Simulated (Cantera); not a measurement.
An adiabatic, constant-volume homogeneous reactor starts with 7.24 % H₂, 19.5 % O₂, 73.3 % N₂, at 1225 K and 518 Torr.

Computed with Cantera and the H2/O2 subset of GRI-Mech 3.0, which has no nitrogen chemistry.

One state of this run: T (K) = 1873; P (bar) = 1.02; x H₂ = 5.00e-5; x O₂ = 0.164; x H₂O₂ = 5.04e-8; x H = 1.18e-5; x HO₂ = 1.41e-6. x: mole fraction; the columns are a selection and need not sum to one.

Which value of t (s) does it belong to?
(A) 0.00111
(B) 0.307
(C) 0.000170
(D) 0.783

A, 0.00111
